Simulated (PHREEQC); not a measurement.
A solution holds 1.5 mol CaCl2 and 0.00022 mol H4SiO4 per kg of water, at 85 °C. It is in equilibrium with CO2 at log p = -3.4 (atm). Otherwise closed; pH follows from the charge balance.

Computed with PHREEQC (Pitzer model, pitzer.dat).

| Quantity | Value |
|---|---|
| pH | 5.41 |
| ionic strength | 4.50 mol/kgw |
| activity of water | 0.914 |
| density | 1.090 g/cm³ |
| osmotic coefficient | 1.112 |

```
species  molality  activity   log γ
-------  --------  --------  ------
Cl-          3.00      1.77  -0.230
Ca+2         1.50     0.427  -0.545
H4SiO4   0.000219  0.000448   0.310
CO2       2.84e-6   4.77e-6   0.225
H+        2.58e-6   3.89e-6   0.180
OH-       1.62e-6   7.51e-8  -1.334
H3SiO4-   5.47e-7   7.32e-8  -0.874
HCO3-     3.78e-7   5.04e-7   0.124
CO3-2     1.46e-8  9.38e-12  -3.193
```

This is a speciation only: nothing precipitates in the calculation. Species that the database lacks are ignored. In brines, pH and single-ion activities rest on the MacInnes convention. At this temperature some constants are extrapolated from 25 °C, and those without enthalpy data are left unchanged.
